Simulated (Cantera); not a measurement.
Charge: 1 mol SiH₄, 0.27 mol CO₂, equilibrated at 898.15 K and 0.280 bar.

Method: chemical equilibrium by Gibbs-energy minimisation in Cantera with the NASA 1993 tables (ideal gas, pure condensed phases). Candidate condensed phases: C, C₆H₆, C₇H₈, C₈H₁₈, H₂O, Si, SiC, SiO₂; 123 gas species. Kinetics and transport are ignored.

What is the equilibrium state?


| Property | Result |
|---|---|
| x(H₂) | 1.000 |
| x(CH₄) | 1.29e-5 |
| n(Si(s)) | 0.460 mol |
| n(SiC(s)) | 0.270 mol |
| n(SiO₂(β-quartz)) | 0.270 mol |
| gas amount | 2.000 mol |
| log10 activity of C(graphite) (absent) | -3.84 |
